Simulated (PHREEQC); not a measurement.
Solution (20 °C): 3.4 mol KCl, 0.12 mol K2SO4, 6e-05 mol H4SiO4 and 0.041 mol KHSO4 per kg of water. Closed to the air; pH follows from the charge balance.

Computed with PHREEQC (Pitzer model, pitzer.dat).

The pH is 1.55, the ionic strength is 3.84 mol/kgw and the activity of water is 0.885. The density comes out as 1.150 g/cm³. The osmotic coefficient is 0.934 and the total alkalinity is -41.0 meq/kg.

| species | molality | activity | log γ |
|---|---|---|---|
| K+ | 3.68 | 2.02 | -0.261 |
| Cl- | 3.40 | 1.94 | -0.245 |
| SO4-2 | 0.139 | 0.00340 | -1.612 |
| HSO4- | 0.0218 | 0.00801 | -0.436 |
| H+ | 0.0192 | 0.0284 | 0.170 |
| H4SiO4 | 6.00e-5 | 6.02e-5 | 0.002 |

No solid was allowed to form. Saturation is exceeded, for instance for Arcanite; the values hold only as long as no solid forms. Complexes and solids missing from the database can't appear. In brines, pH and single-ion activities rest on the MacInnes convention.
